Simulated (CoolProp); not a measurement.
Vapour-liquid equilibrium of benzene (1) + n-dodecane (2) at 487.2 K; x and y are mole fractions of (1).

Model: multi-fluid Helmholtz-energy mixture model, Thol 2012 and Lemmon 2004; pair parameters Bell 2016, in CoolProp.

Question: Give the bubble pressure and the first vapour's composition at x = 0.425, 0.5, 0.875. Is there an azeotrope?

Answer: x = 0.425: 0.6823 MPa, y = 0.897; x = 0.5: 0.8062 MPa, y = 0.920; x = 0.875: 1.511 MPa, y = 0.985. No azeotrope shows between x = 0.05 and 0.95.

The pair parameters rest on a limited set of measurements; away from them the model extrapolates.
